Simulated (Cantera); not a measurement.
Input: 1 mol Cu2O, a varied amount of CH4, 4.6 mol N2, equilibrated at 675 °C and 13.0 Pa.

Equilibrium computed with Cantera from the NASA thermochemical tables; the gas is ideal and each condensed phase is pure. Candidate condensed phases: C, C6H6, C7H8, C8H18, Cu, CuO, Cu(OH)2, Cu2O, H2O; 139 gas species. The numbers say what is thermodynamically allowed, not how fast it happens.

x: gas mole fraction; n: condensed amount in mol.

| n(CH4) (mol) | x N2 | x H2 | x CO | x H2O | x CO2 | x CH4 | n Cu(s) | n C(graphite) |
|---|---|---|---|---|---|---|---|---|
| 0.35 | 0.814 | 0.0528 | 0.0180 | 0.0711 | 0.0439 | <1e-12 | 2.00 | 0 |
| 0.49 | 0.758 | 0.113 | 0.0454 | 0.0486 | 0.0354 | 3.76e-12 | 2.00 | 0 |
| 0.64 | 0.706 | 0.166 | 0.0736 | 0.0306 | 0.0246 | 3.07e-11 | 2.00 | 0 |
| 0.78 | 0.663 | ? | ? | ? | ? | ? | 2.00 | 0 |
| 0.92 | 0.625 | 0.244 | 0.120 | 0.00576 | 0.00511 | 8.52e-10 | 2.00 | 0 |
| 1.1 | 0.590 | 0.282 | 0.128 | 4.55e-6 | 3.74e-6 | 1.77e-6 | 2.00 | 0.100 |
| 1.2 | 0.575 | 0.300 | 0.125 | 4.72e-6 | 3.56e-6 | 2.01e-6 | 2.00 | 0.200 |
| 1.3 | 0.561 | 0.317 | 0.122 | 4.87e-6 | 3.39e-6 | 2.24e-6 | 2.00 | 0.300 |
| 1.5 | 0.535 | 0.349 | 0.116 | 5.11e-6 | 3.08e-6 | 2.71e-6 | 2.00 | 0.500 |
| 1.6 | 0.523 | 0.364 | 0.114 | 5.20e-6 | 2.94e-6 | 2.95e-6 | 2.00 | 0.600 |
| 1.8 | 0.500 | 0.391 | 0.109 | 5.35e-6 | 2.69e-6 | 3.42e-6 | 2.00 | ? |
| 1.9 | 0.489 | 0.404 | 0.106 | 5.41e-6 | 2.58e-6 | 3.65e-6 | 2.00 | 0.900 |

**Question.** What belongs in the gaps?

**Answer.** 
- 1.8, n C(graphite): 0.800
- 0.78, x H2: 0.208
- 0.78, x CO: 0.0978
- 0.78, x H2O: 0.0171
- 0.78, x CO2: 0.0146
- 0.78, x CH4: 1.44e-10
